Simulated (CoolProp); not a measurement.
Vapour pressure (bar) of propylene: the reference equation beside estimates from Tc = 364.2 K, pc = 45.55 bar, ω = 0.146. Clausius-Clapeyron is anchored at 295 K with a constant enthalpy of vaporisation of 14.34 kJ/mol.

Computed with CoolProp (reference Helmholtz-energy equation of state, Lemmon 2013).

| T (K) | reference | Lee-Kesler | Clausius-Clapeyron | van der Waals | Redlich-Kwong | Soave-Redlich-Kwong | Peng-Robinson |
|---|---|---|---|---|---|---|---|
| 285.1 | 8.215 | 8.244 | 8.704 | 15.78 | 9.577 | 8.282 | 8.201 |
| 290 | 9.368 | 9.401 | 9.641 | 17.09 | 10.83 | 9.456 | 9.358 |
| 295 | 10.66 | 10.70 | 10.66 | 18.49 | 12.23 | 10.77 | 10.66 |
| 299.9 | 12.06 | 12.09 | 11.73 | 19.93 | 13.71 | 12.19 | 12.06 |
| 304.8 | … | 13.61 | 12.87 | 21.44 | 15.30 | 13.74 | 13.59 |
| 309.7 | 15.23 | 15.26 | … | 23.02 | 17.02 | 15.43 | 15.26 |
| 314.6 | 17.03 | 17.06 | 15.35 | 24.67 | 18.87 | 17.26 | 17.07 |
| 319.5 | 18.98 | 19.01 | 16.70 | 26.39 | 20.85 | 19.24 | 19.04 |
| 324.4 | 21.09 | 21.11 | 18.12 | 28.19 | 22.96 | 21.38 | 21.17 |
| 329.4 | 23.42 | 23.43 | 19.64 | 30.09 | 25.26 | 23.74 | 23.52 |
| 334.3 | 25.88 | 25.89 | 21.21 | 32.04 | 27.65 | 26.22 | 26.00 |
| 339.2 | 28.52 | 28.53 | 22.85 | 34.05 | 30.19 | 28.89 | 28.67 |
| 344.1 | 31.37 | 31.38 | … | 36.15 | 32.88 | 31.74 | 31.54 |
| 349 | 34.43 | 34.45 | 26.36 | 38.32 | 35.72 | 34.78 | 34.61 |

**Question.** Complete the blanks.

**Answer.** 
- 304.8, reference: 13.58
- 309.7, Clausius-Clapeyron: 14.08
- 344.1, Clausius-Clapeyron: 24.56

Absolute difference from the reference over all 14 rows, mean and median: Lee-Kesler 0.2 and 0.2 %, Clausius-Clapeyron 11.4 and 10.9 %, van der Waals 45.6 and 42.0 %, Redlich-Kwong 10.3 and 10.3 %, Soave-Redlich-Kwong 1.2 and 1.2 %, Peng-Robinson 0.3 and 0.3 %.
